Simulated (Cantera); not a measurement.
What does this Cantera script print?

```python
import numpy as np
import cantera as ct

gas = ct.Solution("gri30.yaml", transport_model="multicomponent")
show = ['OH', 'H2', 'N2']

rows = []
print(f"{'T/K':>7s}{'rho':>11s}{'cp':>10s}{'mu':>11s}{'lambda':>11s}{'Pr':>7s}" + "".join(f"{'D_' + s:>11s}" for s in show))
for T in [400, 600, 800, 1000, 1200, 1400, 1600, 1800, 2000]:
    gas.TPX = T, 290000, {'C2H4': 0.1, 'CH4': 0.096, 'C2H6': 0.78}
    Pr = gas.cp_mass * gas.viscosity / gas.thermal_conductivity
    D = [gas.mix_diff_coeffs_mole[gas.species_index(s)] for s in show]
    rows.append([gas.density, gas.cp_mass, gas.viscosity, gas.thermal_conductivity, Pr, *D])
    print(f"{T:7g}{gas.density:11.4e}{gas.cp_mass:10.1f}{gas.viscosity:11.4e}"
          f"{gas.thermal_conductivity:11.4e}{Pr:7.3f}" + "".join(f"{d:11.4e}" for d in D))
print("SI units: kg/m3, J/kg/K, Pa s, W/m/K, m2/s")
```

It prints:

```
    T/K        rho        cp         mu     lambda     Pr       D_OH       D_H2       D_N2
    400 2.4837e+00    2157.2 1.2588e-05 3.6404e-02  0.746 1.3664e-05 3.3942e-05 9.1137e-06
    600 1.6558e+00    2944.9 1.7781e-05 6.9895e-02  0.749 2.7745e-05 6.7772e-05 1.8613e-05
    800 1.2419e+00    3552.2 2.2236e-05 1.0544e-01  0.749 4.5348e-05 1.0993e-04 3.0507e-05
   1000 9.9348e-01    4034.9 2.6194e-05 1.4129e-01  0.748 6.6095e-05 1.5957e-04 4.4534e-05
   1200 8.2790e-01    4400.3 2.9798e-05 1.7559e-01  0.747 8.9735e-05 2.1614e-04 6.0518e-05
   1400 7.0963e-01    4685.4 3.3135e-05 2.0830e-01  0.745 1.1608e-04 2.7920e-04 7.8332e-05
   1600 6.2093e-01    4906.2 3.6266e-05 2.3915e-01  0.744 1.4499e-04 3.4842e-04 9.7878e-05
   1800 5.5194e-01    5076.5 3.9233e-05 2.6814e-01  0.743 1.7636e-04 4.2352e-04 1.1908e-04
   2000 4.9674e-01    5208.4 4.2066e-05 2.9542e-01  0.742 2.1007e-04 5.0428e-04 1.4187e-04
SI units: kg/m3, J/kg/K, Pa s, W/m/K, m2/s
```

Detailed kinetics in Cantera: GRI-Mech 3.0 (53 species, 325 reactions). The composition is frozen, though it would react at the higher temperatures.
